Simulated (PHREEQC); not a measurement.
Model water analysis in mmol/kgw, 15 °C, pH 7.58, pe 0.1: Na 116; K 7.47; Ca 25.7; Mg 1.53; Cl 160; S(6) 6.54; Alkalinity (meq/kgw) 0.11; Mn(2) 0.237; Li 4.37; F 0.0401.

Valence states are taken as typed.

All values are PHREEQC results (ion-association model, wateq4f.dat), not measurements.

```csv
quantity,before,after
MgSO4 (mol/kgw),0.000102,0.000102
HCO3- (mol/kgw),9.37e-5,9.56e-5
KSO4- (mol/kgw),5.00e-5,5.00e-5
MnSO4 (mol/kgw),1.03e-5,1.03e-5
CaHCO3+ (mol/kgw),7.64e-6,7.80e-6
CO2 (mol/kgw),4.64e-6,9.45e-6
SI of Rhodochrosite (MnCO3),-0.12,-0.41
SI of Gypsum (CaSO4:2H2O),-0.45,-0.45
```

Question: Which change was made?
A) temperature from 15 to 35 °C at the same typed pH
B) Alkalinity from 0.11 to 0.33 mmol/kgw
C) pH from 7.58 to 7.28 at the same alkalinity

Answer: C, pH from 7.58 to 7.28 at the same alkalinity

Precipitation was switched off in this run.
